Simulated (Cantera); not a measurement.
An isothermal, constant-pressure homogeneous reactor starts with C2H6 : H2 = 1 : 6.7 (molar parts), at 1850 K and 100.0 Torr. Integrator tolerance rtol = 1e-08.

Computed with Cantera and GRI-Mech 3.0 (53 species, 325 reactions). GRI-Mech 3.0 stops at C3 and has no aromatics, soot or wall deposition, so with more carbon than oxygen in the feed, carbon stays in small species such as C2H2 where larger ones or solid carbon would form.

### Question
What does this change do: temperature 1850 to 1148 K?

### Answer
| quantity | before | after |
|---|---|---|
| x(C2H6) at 100 s | 2.42e-8 (gas-phase equilibrium 2.42e-8) | 0.000925 (gas-phase equilibrium 4.80e-5) |
| x(H2) at 100 s | 0.895 (gas-phase equilibrium 0.895) | 0.797 (gas-phase equilibrium 0.743) |
| x(CH2) at 100 s | 8.40e-8 (gas-phase equilibrium 8.40e-8) | 2.14e-12 (gas-phase equilibrium <1e-12) |
| x(H) at 100 s | 0.00141 (gas-phase equilibrium 0.00141) | 1.00e-6 (gas-phase equilibrium 1.70e-7) |
| x(C2H2) at 100 s | 0.102 (gas-phase equilibrium 0.102) | 0.0107 (gas-phase equilibrium 0.000597) |
| x(CH4) at 100 s | 0.00145 (gas-phase equilibrium 0.00145) | 0.161 (gas-phase equilibrium 0.254) |
| x(C2H4) at 100 s | 0.000202 (gas-phase equilibrium 0.000202) | 0.0310 (gas-phase equilibrium 0.00166) |
